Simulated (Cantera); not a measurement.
A closed system holds: 1 mol BN, 5.5 mol O2, 0.49 mol H2, equilibrated at 100000 Pa.

Cantera equilibrium calculation (NASA polynomials, part measured and part estimated; ideal gas, pure solids and liquids). Candidate condensed phases: B, BN, B2O3, B3O3H3, H2O; 39 gas species. Gases not in the tables: H3BO3. Rates play no part. All values below are at 1598 K.

Base state: O2 0.813, N2 0.0896, H2O 0.0805, HBO2 0.0155, NO 0.00127, OH 0.000219, B2O3 0.000141, (HBO2)3 8.35e-5 (mole fractions); condensed: B2O3(l).

Task: What changes in the equilibrium state with this change: H2 from 0.49 to 0.38 mol?

Result: 
```tsv
species	before	after
O2	0.813	0.832
N2	0.0896	0.0906
H2O	0.0805	0.0624
HBO2	0.0155	0.0136
(HBO2)3	8.35e-5	5.70e-5
OH	0.000219	0.000194
NO2	1.02e-5	1.05e-5
B2O3(l), mol	0.456	0.461
```

Task: What changes in the equilibrium state with this change: H2 from 0.49 to 27 mol?

Result: 
| species | before | after |
|---|---|---|
| H2 | 5.78e-7 | 0.626 |
| H2O | 0.0805 | 0.324 |
| HBO2 | 0.0155 | 0.0310 |
| O2 | 0.813 | <1e-9 |
| N2 | 0.0896 | 0.0179 |
| NO | 0.00127 | 2.11e-9 |
| HBO | <1e-9 | 5.80e-5 |
| O | 1.28e-5 | <1e-9 |
| NO2 | 1.02e-5 | <1e-9 |
| B2O3(l), mol | 0.456 | 0.0335 |
